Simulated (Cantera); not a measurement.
Mixture: CH₄ : O₂ : N₂ = 1 : 0.952 : 3.58 (molar parts), equivalence ratio 2.1, at 3.80 bar, adiabatic and at constant volume. Ignition delay is the time to a rise of 400 K.

Model: GRI-Mech 3.0 (53 species, 325 reactions), integrated in Cantera.

| quantity | before | after |
|---|---|---|
| delay at 1150 K | 37.1 ms | 28.1 ms |
| delay at 1300 K | 5.20 ms | 3.99 ms |
| delay at 1450 K | 0.925 ms | 0.725 ms |
| delay at 1600 K | 0.200 ms | 0.165 ms |
| apparent activation energy between 1525 and 1675 K | 200 kJ/mol | 190 kJ/mol |

Which change was made?
A) pressure from 3.80 bar to 32.0 bar
B) pressure from 3.80 bar to 1.01 bar
C) CH4 1 to 0.6 parts
D) constant pressure in place of constant volume

C, CH4 1 to 0.6 parts
